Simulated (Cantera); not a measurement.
Charge: 1 mol C₃H₈, 1 mol H₂O, 30 mol H₂, 0.21 mol NH₃, 0.07 mol CO₂, equilibrated at 15.0 mbar.

These are equilibrium values from Cantera (NASA tables, ideal gas, pure condensed phases), not measurements of a reactor. Candidate condensed phases: C, C₆H₆, C₇H₈, C₈H₁₈, H₂O; 136 gas species. Equilibrium is a limit: real reactors are often held back by kinetics, nucleation or transport.

At 1250 K, list the 4 most abundant gas species with their mole fractions, and the condensed phases.

H₂ 0.966, CO 0.0312, N₂ 0.00287, CH₄ 0.000154. Condensed: C(graphite).
